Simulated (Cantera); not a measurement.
An adiabatic, constant-pressure homogeneous reactor starts with CH4 : C2H6 : C3H8 : O2 : N2 = 1 : 0.14 : 0.18 : 3.08 : 11.6 (molar parts), equivalence ratio 1.1, at 1498 K and 3150 Torr.

Detailed kinetics in Cantera: GRI-Mech 3.0 (53 species, 325 reactions). GRI-Mech 3.0 was tuned for natural gas; its chemistry of propane as a main component is partial and can be far from experiment.

One state of this run: T (K) = 2864; x CH4 = <1e-12; x C2H6 = <1e-12; x C3H8 = <1e-12; x C2H4 = <1e-12; x CH2O = 1.79e-9; x CH2CO = <1e-12. x: mole fraction; the columns are a selection and need not sum to one.

Q: Which value of t (s) does it belong to?
A. 4.60e-6
B. 2.00e-6
C. 0.000678
D. 1.06e-5

A: C, 0.000678
